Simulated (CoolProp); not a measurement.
A single-stage vapour-compression cycle with R125: evaporating at 227.15 K (dew point), condensing at 285.15 K (bubble point), superheat 5 K, subcooling 0 K, compressor efficiency 0.6, no pressure losses. Each further row changes one setting.

The numbers come from the reference Helmholtz-energy equation of state, Lemmon 2005 in CoolProp.

| case | cooling COP | pressure ratio | discharge temperature (K) | refrigerating effect (kJ/kg) | volumetric capacity (kJ/m³) |
|---|---|---|---|---|---|
| as stated | 1.65 | 8.59 | 320.2 | 96.8 | 705 |
| evaporating temperature 232.15 K | ? | ? | 316.4 | ? | 905 |
| condensing temperature 280.15 K | ? | 7.42 | ? | 103 | 752 |
| subcooling 5 K | 1.76 | 8.59 | 320.2 | 103 | 752 |
| superheat 15 K | 1.68 | 8.59 | 331.4 | 104 | ? |
| compressor efficiency 0.5 | 1.37 | 8.59 | ? | 96.8 | 705 |

Problem. Some entries are withheld; supply them.

Solution. 
- evaporating temperature 232.15 K, cooling COP: 1.90
- evaporating temperature 232.15 K, pressure ratio: 6.80
- evaporating temperature 232.15 K, refrigerating effect (kJ/kg): 99.7
- condensing temperature 280.15 K, cooling COP: 1.89
- condensing temperature 280.15 K, discharge temperature (K): 313.9
- superheat 15 K, volumetric capacity (kJ/m³): 721
- compressor efficiency 0.5, discharge temperature (K): 333.0
